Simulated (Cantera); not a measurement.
An isothermal, constant-pressure homogeneous reactor starts with 6.72 % H₂, 93.3 % O₂, equivalence ratio 0.036, at 1375 K and 120 Pa.

Detailed kinetics in Cantera: the H2/O2 subset of GRI-Mech 3.0, which has no nitrogen chemistry. Radical loss at walls, strong at low pressure, is not modelled. The temperature is held fixed by assumption; the heat of reaction is taken as removed at once.

Task: Predict: x(H₂) at 2.00 s; x(O₂) at 2.00 s; x(O) at 2.00 s; x(H₂O) at 2.00 s; x(OH) at 2.00 s; x(H) at 2.00 s; x(H₂O₂) at 2.00 s.

Result: 
- x(H₂) at 2.00 s: 0.00114 (gas-phase equilibrium 6.40e-7)
- x(O₂) at 2.00 s: 0.891 (gas-phase equilibrium 0.930)
- x(O) at 2.00 s: 0.0351 (gas-phase equilibrium 1.78e-5)
- x(H₂O) at 2.00 s: 0.0601 (gas-phase equilibrium 0.0694)
- x(OH) at 2.00 s: 0.00641 (gas-phase equilibrium 0.000156)
- x(H) at 2.00 s: 0.00674 (gas-phase equilibrium 7.96e-8)
- x(H₂O₂) at 2.00 s: 7.12e-9 (gas-phase equilibrium 2.19e-10)
